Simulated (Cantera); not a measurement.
An adiabatic, constant-volume homogeneous reactor starts with CH4 : CO : O2 : N2 : H2O = 1 : 0.15 : 3.05 : 11.5 : 3.6 (molar parts), equivalence ratio 0.68, at 1325 K and 0.230 bar.

Computed with Cantera and GRI-Mech 3.0 (53 species, 325 reactions).

### Question
Predict: time of steepest temperature rise; temperature at 0.400 s; equilibrium temperature; x(CO) at 0.400 s; x(O2) at 0.400 s; x(NO) at 0.400 s.

### Answer
| Quantity | Result |
|---|---|
| time of steepest temperature rise | 31.3 ms |
| temperature at 0.400 s | 2401 K |
| equilibrium temperature | 2401 K |
| x(CO) at 0.400 s | 0.00768 (gas-phase equilibrium 0.00768) |
| x(O2) at 0.400 s | 0.0486 (gas-phase equilibrium 0.0486) |
| x(NO) at 0.400 s | 0.00798 (gas-phase equilibrium 0.00798) |
